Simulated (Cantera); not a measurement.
A closed system holds: 1 mol SiHCl₃, 0.026 mol C₃H₈, 3.5 mol H₂, at 1548.15 K and 15.8 Torr.

Cantera equilibrium calculation (NASA polynomials, part measured and part estimated; ideal gas, pure solids and liquids). The tables' values for SiCl₃, SiCl are old estimates; treat these amounts as uncertain. The numbers say what is thermodynamically allowed, not how fast it happens.

```json
[
 {"species": "H₂", "before": "0.640", "after": "0.612"},
 {"species": "HCl", "before": "0.194", "after": "0.211"},
 {"species": "SiCl₂", "before": "0.153", "after": "0.154"},
 {"species": "H", "before": "0.000170", "after": "0.0122"},
 {"species": "Si₂C", "before": "2.63e-9", "after": "0.000117"},
 {"species": "Si₂", "before": "1.68e-9", "after": "3.79e-5"},
 {"species": "Si", "before": "1.19e-6", "after": "0.00346"},
 {"species": "SiH", "before": "3.67e-7", "after": "0.000237"},
 {"species": "SiCl₄", "before": "0.00179", "after": "9.38e-6"},
 {"species": "SiCl", "before": "2.05e-5", "after": "0.00317"},
 {"species": "SiC(s), mol", "before": "0.0780", "after": "0.0773"}
]
```
Gas species are given as mole fractions.

Q: Name the change that produced these shifts.
(A) temperature from 1548.15 K to 1975 K
(B) temperature from 1548.15 K to 1100 K
(C) H₂ from 3.5 to 900 mol
(D) temperature from 1548.15 K to 2050 K

A: D, temperature from 1548.15 K to 2050 K. The tables' values for SiCl, SiCl₃ are old estimates; treat these amounts as uncertain. Gases not in the tables: Si₂H₆ and higher silanes
